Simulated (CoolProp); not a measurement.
Aqueous propylene glycol as a coolant, at 1 °C, 1 atm.

Values from CoolProp's Melinder's fits for secondary coolants.

```json
[
 {"mass %": "2.5", "freezing point (°C)": "-0.5", "density (kg/m³)": "1002", "cp (kJ/(kg K))": "4.168", "Prandtl number": "(withheld)", "viscosity (mPa s)": "1.94"},
 {"mass %": "9.1", "freezing point (°C)": "-2.5", "density (kg/m³)": "1008", "cp (kJ/(kg K))": "4.071", "Prandtl number": "19.9", "viscosity (mPa s)": "2.55"},
 {"mass %": "15.7", "freezing point (°C)": "(withheld)", "density (kg/m³)": "1015", "cp (kJ/(kg K))": "3.990", "Prandtl number": "(withheld)", "viscosity (mPa s)": "3.39"},
 {"mass %": "22.4", "freezing point (°C)": "-8.4", "density (kg/m³)": "1023", "cp (kJ/(kg K))": "3.908", "Prandtl number": "39.2", "viscosity (mPa s)": "(withheld)"},
 {"mass %": "29", "freezing point (°C)": "-12.2", "density (kg/m³)": "1030", "cp (kJ/(kg K))": "3.820", "Prandtl number": "56.7", "viscosity (mPa s)": "6.43"},
 {"mass %": "35.7", "freezing point (°C)": "-16.9", "density (kg/m³)": "1038", "cp (kJ/(kg K))": "3.718", "Prandtl number": "82.8", "viscosity (mPa s)": "9.04"},
 {"mass %": "42.3", "freezing point (°C)": "-22.8", "density (kg/m³)": "1044", "cp (kJ/(kg K))": "3.604", "Prandtl number": "119", "viscosity (mPa s)": "12.5"},
 {"mass %": "48.9", "freezing point (°C)": "-30.7", "density (kg/m³)": "1050", "cp (kJ/(kg K))": "3.479", "Prandtl number": "(withheld)", "viscosity (mPa s)": "17.1"}
]
```

Fill in the missing entries.


- 2.5, Prandtl number: 14.7
- 15.7, freezing point (°C): -5.2
- 15.7, Prandtl number: 27.5
- 22.4, viscosity (mPa s): 4.63
- 48.9, Prandtl number: 168
